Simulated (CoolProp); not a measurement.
A single-stage vapour-compression cycle with R115: evaporating at 298.15 K (dew point), condensing at 337.15 K (bubble point), superheat 5 K, subcooling 5 K, compressor efficiency 0.7, no pressure losses. Each further row changes one setting.

Computed with CoolProp (reference Helmholtz-energy equation of state, Lemmon 2016).

```tsv
case	cooling COP	pressure ratio	discharge temperature (K)	refrigerating effect (kJ/kg)	volumetric capacity (kJ/m³)
as stated	[?]	2.48	343.2	58.0	3970
evaporating temperature 303.15 K	[?]	2.18	343.2	60.4	4730
condensing temperature 332.15 K	4.50	[?]	337.8	[?]	[?]
subcooling 10 K	[?]	2.48	343.2	64.7	4420
superheat 15 K	3.83	2.48	[?]	66.4	4260
compressor efficiency 0.6	[?]	2.48	345.4	58.0	3970
```

### Question
What belongs in the gaps?

### Answer

- as stated, cooling COP: 3.63
- evaporating temperature 303.15 K, cooling COP: 4.41
- condensing temperature 332.15 K, pressure ratio: 2.23
- condensing temperature 332.15 K, refrigerating effect (kJ/kg): 64.4
- condensing temperature 332.15 K, volumetric capacity (kJ/m³): 4400
- subcooling 10 K, cooling COP: 4.04
- superheat 15 K, discharge temperature (K): 351.8
- compressor efficiency 0.6, cooling COP: 3.11
